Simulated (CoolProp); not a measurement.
Properties of R115 along the isotherm 193.8 K.

Computed with CoolProp (reference Helmholtz-energy equation of state, Lemmon 2016).

```json
[
 {"p (MPa)": "0.313", "phase": "liquid", "Z": "0.01785", "speed of sound (m/s)": "794.5", "expansivity (1/kK)": "1.916"},
 {"p (MPa)": "0.626", "phase": "liquid", "Z": "0.03568", "speed of sound (m/s)": "796.3", "expansivity (1/kK)": "1.910"},
 {"p (MPa)": "0.939", "phase": "liquid", "Z": "0.05349", "speed of sound (m/s)": "798.1", "expansivity (1/kK)": "1.904"},
 {"p (MPa)": "1.25", "phase": "liquid", "Z": "0.07118", "speed of sound (m/s)": "799.9", "expansivity (1/kK)": "1.898"},
 {"p (MPa)": "1.56", "phase": "liquid", "Z": "0.08879", "speed of sound (m/s)": "801.7", "expansivity (1/kK)": "1.892"},
 {"p (MPa)": "1.88", "phase": "liquid", "Z": "0.1070", "speed of sound (m/s)": "803.6", "expansivity (1/kK)": "1.887"},
 {"p (MPa)": "2.19", "phase": "liquid", "Z": "0.1245", "speed of sound (m/s)": "805.3", "expansivity (1/kK)": "1.881"},
 {"p (MPa)": "2.5", "phase": "liquid", "Z": "0.1421", "speed of sound (m/s)": "807.1", "expansivity (1/kK)": "1.876"},
 {"p (MPa)": "2.82", "phase": "liquid", "Z": "0.1602", "speed of sound (m/s)": "808.9", "expansivity (1/kK)": "1.870"},
 {"p (MPa)": "3.13", "phase": "liquid", "Z": "0.1778", "speed of sound (m/s)": "810.6", "expansivity (1/kK)": "1.865"},
 {"p (MPa)": "3.44", "phase": "liquid", "Z": "0.1953", "speed of sound (m/s)": "812.4", "expansivity (1/kK)": "1.859"},
 {"p (MPa)": "3.76", "phase": "liquid", "Z": "0.2134", "speed of sound (m/s)": "814.1", "expansivity (1/kK)": "1.854"},
 {"p (MPa)": "4.07", "phase": "liquid", "Z": "0.2309", "speed of sound (m/s)": "815.9", "expansivity (1/kK)": "1.849"},
 {"p (MPa)": "4.38", "phase": "liquid", "Z": "0.2483", "speed of sound (m/s)": "817.6", "expansivity (1/kK)": "1.844"},
 {"p (MPa)": "4.69", "phase": "liquid", "Z": "0.2658", "speed of sound (m/s)": "819.3", "expansivity (1/kK)": "1.839"}
]
```
